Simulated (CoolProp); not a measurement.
Properties of acetone along the isotherm 550 K (Tc = 508.1 K, pc = 46.92 bar, ω = 0.307).

Model: reference Helmholtz-energy equation of state, Lemmon 2006, in CoolProp. It is a short technical equation, of lower accuracy than the large ones.

| p (bar) | phase | Z | Joule-Thomson coefficient (K/MPa) | fugacity coefficient |
|---|---|---|---|---|
| 7.82 | gas | 0.9493 | 9.075 | … |
| 15.6 | gas | 0.8970 | 9.365 | 0.9038 |
| 23.5 | gas | 0.8416 | 9.676 | 0.8574 |
| 31.3 | gas | 0.7841 | 9.992 | 0.8130 |
| 39.1 | gas | 0.7232 | 10.30 | 0.7699 |
| 46.9 | gas | 0.6579 | 10.57 | 0.7280 |
| 54.7 | supercritical | 0.5868 | 10.72 | 0.6870 |
| 62.6 | supercritical | 0.5074 | 10.60 | 0.6464 |
| 70.4 | supercritical | … | 9.703 | … |

### Question
Complete the blanks.

### Answer

- 7.82, fugacity coefficient: 0.9510
- 70.4, Z: 0.4224
- 70.4, fugacity coefficient: 0.6071
